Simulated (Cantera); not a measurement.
Input (Python, Cantera):

```python
import numpy as np
import cantera as ct

gas = ct.Solution("gri30.yaml")
gas.TPX = 2023, 46000, {'C2H4': 1, 'H2': 18}
reactor = ct.IdealGasConstPressureReactor(gas, energy="off", clone=False)
net = ct.ReactorNet([reactor])
net.rtol, net.atol = 1e-08, 1e-18
show = ['C2H4', 'H2', 'CH4', 'CH2', 'C2H6']
times = np.geomspace(0.0003, 1, 10)

steps = ct.SolutionArray(gas, extra=["t"])
rows = []
print(f"{'t/s':>10s}{'T/K':>9s}{'P/Pa':>11s}" + "".join(f"{s:>11s}" for s in show))
for t in times:
    while net.time < t:
        t_next = net.step()
        steps.append(gas.state, t=t_next)
    rows.append([np.interp(t, steps.t, y) for y in (steps.T, steps.P, *steps(*show).X.T)])
    print(f"{t:10.3e}{rows[-1][0]:9.1f}{rows[-1][1]:11.4g}" + "".join(f"{x:11.3e}" for x in rows[-1][2:]))
rate = np.gradient(steps.T, steps.t)
print("integrator steps:", len(steps.t))
if steps.T.max() > steps.T[0] + 200:
    print(f"time of steepest temperature rise: {steps.t[rate.argmax()]:.4e} s")
gas.TPX = 2023, 46000, {'C2H4': 1, 'H2': 18}
gas.equilibrate("TP")
print(f"equilibrium (TP): T = {gas.T:.1f} K  " + "  ".join(f"{s} {gas[s].X[0]:.3e}" for s in show))
```

Result:

```
       t/s      T/K       P/Pa       C2H4         H2        CH4        CH2       C2H6
 3.000e-04   2023.0    4.6e+04  2.305e-03  9.493e-01  7.406e-05  1.284e-08  7.731e-08
 7.388e-04   2023.0    4.6e+04  1.480e-04  9.488e-01  8.132e-05  4.641e-09  6.990e-09
 1.820e-03   2023.0    4.6e+04  1.330e-04  9.479e-01  9.441e-05  1.476e-08  7.867e-09
 4.481e-03   2023.0    4.6e+04  1.278e-04  9.473e-01  1.490e-04  3.453e-08  8.036e-09
 1.104e-02   2023.0    4.6e+04  1.273e-04  9.471e-01  2.955e-04  6.725e-08  8.756e-09
 2.718e-02   2023.0    4.6e+04  1.270e-04  9.470e-01  6.160e-04  1.362e-07  1.202e-08
 6.694e-02   2023.0    4.6e+04  1.266e-04  9.467e-01  1.068e-03  2.324e-07  2.055e-08
 1.649e-01   2023.0    4.6e+04  1.264e-04  9.466e-01  1.245e-03  2.696e-07  2.512e-08
 4.060e-01   2023.0    4.6e+04  1.264e-04  9.466e-01  1.250e-03  2.707e-07  2.527e-08
 1.000e+00   2023.0    4.6e+04  1.264e-04  9.466e-01  1.250e-03  2.707e-07  2.527e-08
integrator steps: 828
equilibrium (TP): T = 2023.0 K  C2H4 1.264e-04  H2 9.466e-01  CH4 1.250e-03  CH2 2.708e-07  C2H6 2.527e-08
```

Computed with Cantera and GRI-Mech 3.0 (53 species, 325 reactions). GRI-Mech 3.0 was tuned for natural gas; its chemistry of ethylene as a main component is partial and can be far from experiment. GRI-Mech 3.0 stops at C3 and has no aromatics, soot or wall deposition, so with more carbon than oxygen in the feed, carbon stays in small species such as C2H2 where larger ones or solid carbon would form.
